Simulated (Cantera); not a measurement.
A diamond (100) surface in a fixed gas of H2 with x(CH4) = 0.0096, x(H) = 0.013, x(CH3) = 0.00016, 0.0240 bar; coverages are run to steady state.

Cantera simulation using the Harris–Goodwin 1993 mechanism for the reconstructed diamond (100) surface; the numbers are that mechanism's predictions, not measurements.

One state of this run: growth (µm/h) = 2.37; θ c6HH = 0.509; θ c6H* = 0.0278; θ c6*H = 0.440; θ c6** = 0.0183; θ c6HM = 0.00348. θ: site fractions in the mechanism's names (c6HH fully hydrogenated, c6H* and c6*H radical sites, c6** diradical, c6HM methylated).

Problem. Which value of T (K) does it belong to?
(A) 1100
(B) 1300
(C) 1250
(D) 1050

Solution. A, 1100
